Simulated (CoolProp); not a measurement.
A simple Rankine cycle with chloromethane (R40): condensing at 328.15 K, boiler at 4.08 MPa, turbine inlet 499 K, turbine efficiency 0.65, pump efficiency 0.6, no recuperator. Each further row changes one setting.

Computed with CoolProp (reference Helmholtz-energy equation of state, Thol 2014).

```
case                             thermal efficiency (%)  net work (kJ/kg)  heat in (kJ/kg)  turbine exit temperature (K)  volume ratio over the turbine
-------------------------------  ----------------------  ----------------  ---------------  ----------------------------  -----------------------------
as stated                                           9.2              45.1              492                         429.9                           2.96
condensing temperature 320.15 K                    10.4              52.4              505                         420.0                           3.55
boiler pressure 2.86 MPa                            6.8              34.4              506                         452.5                           2.12
turbine efficiency 0.55                             7.6              37.3              492                         437.0                           3.02
```
